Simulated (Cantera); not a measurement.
A freely propagating, adiabatic, planar premixed flame of H2 : O2 : N2 = 1 : 0.312 : 1.56 (molar parts), unburnt at 525 K and 5.92 atm; mixture-averaged transport, grid criteria slope 0.08 and curve 0.16, no radiation.

Model: the H2/O2 subset of GRI-Mech 3.0, which has no nitrogen chemistry, integrated in Cantera. The hydrogen kinetics of GRI-Mech 3.0 are dated; newer H2 mechanisms differ, most at raised pressure. Burning velocities carry a grid error of a few per cent, more on coarse grids.

What does this change do: 0.1 parts H2O added?


```tsv
quantity	before	after
laminar burning velocity	520 cm/s	451 cm/s
thermal thickness	0.0444 mm	0.0435 mm
peak x(H)	0.0358	0.0290
peak x(HO2)	0.000941	0.00103
peak x(O)	0.00234	0.00184
```

What does this change do: O2 0.312 to 0.4 parts?


```csv
quantity,before,after
laminar burning velocity,520 cm/s,632 cm/s
thermal thickness,0.0444 mm,0.0434 mm
peak x(H),0.0358,0.0403
peak x(HO2),0.000941,0.00113
peak x(O),0.00234,0.00560
```
